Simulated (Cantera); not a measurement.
An isothermal, constant-pressure homogeneous reactor starts with CO : O2 : H2O : N2 = 0.0012 : 0.065 : 0.032 : 1 (molar parts), equivalence ratio 0.0092, at 1125 K and 40000 Pa. Integrator tolerance rtol = 1e-08.

Detailed kinetics in Cantera: GRI-Mech 3.0 (53 species, 325 reactions).

Task: What does this change do: temperature 1125 to 850 K?

Result: 
| quantity | before | after |
|---|---|---|
| x(CO) at 9.00 s | 1.28e-10 (gas-phase equilibrium 1.91e-11) | 0.00109 (gas-phase equilibrium <1e-12) |
| x(O2) at 9.00 s | 0.0587 (gas-phase equilibrium 0.0586) | 0.0592 (gas-phase equilibrium 0.0587) |
| x(H2O) at 9.00 s | 0.0292 (gas-phase equilibrium 0.0292) | 0.0291 (gas-phase equilibrium 0.0292) |
| x(CO2) at 9.00 s | 0.00109 (gas-phase equilibrium 0.00109) | 5.12e-6 (gas-phase equilibrium 0.00109) |
| x(H) at 9.00 s | 2.42e-12 (gas-phase equilibrium 1.52e-12) | 1.12e-10 (gas-phase equilibrium <1e-12) |
| x(OH) at 9.00 s | 5.99e-7 (gas-phase equilibrium 5.00e-7) | 1.91e-9 (gas-phase equilibrium 1.81e-9) |
